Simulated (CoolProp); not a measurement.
R123 along the isotherm -4.85 °C: density (kg/m³) from the reference equation and from simpler models built on Tc = 183.7 °C, pc = 3662 kPa, ω = 0.282; each cubic takes its own stable root.

The numbers come from the reference Helmholtz-energy equation of state, Younglove 1994 in CoolProp. It is a modified Benedict-Webb-Rubin equation, recast in Helmholtz form.

```tsv
p (kPa)	phase	reference	van der Waals	Redlich-Kwong	Soave-Redlich-Kwong
2290	liquid	1543	928.0	1360	1403
4580	liquid	1547	939.3	1369	1409
6870	liquid	1552	949.1	1377	1415
9150	liquid	1556	957.8	1385	1421
11400	liquid	1561	965.6	1392	1426
13700	liquid	1565	972.7	1399	1432
16000	liquid	1569	979.3	1405	1437
18300	liquid	1573	985.3	1411	1441
20600	liquid	1577	990.9	1417	1446
22900	liquid	1581	996.0	1423	1450
25200	liquid	1585	1001	1428	1454
27500	liquid	1589	1005	1433	1458
29800	liquid	1592	1010	1438	1462
32000	liquid	1596	1013	1442	1466
34300	liquid	1599	1017	1446	1469
36600	liquid	1603	1021	1450	1473
```
